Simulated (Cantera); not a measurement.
Mixture: 5.85 % CH4, 19.8 % O2, 74.3 % N2, equivalence ratio 0.59, at 180000 Pa, adiabatic and at constant pressure. Ignition delay is the time to a rise of 400 K.

Detailed kinetics in Cantera: GRI-Mech 3.0 (53 species, 325 reactions).

Problem. Predict: delay at 1000 K; delay at 1200 K; delay at 1400 K; delay at 1600 K; delay at 1800 K; apparent activation energy between 1700 and 1900 K.

Solution. 
- delay at 1000 K = 0.450 s
- delay at 1200 K = 20.6 ms
- delay at 1400 K = 1.72 ms
- delay at 1600 K = 0.255 ms
- delay at 1800 K = 63.9 µs
- apparent activation energy between 1700 and 1900 K = 160 kJ/mol
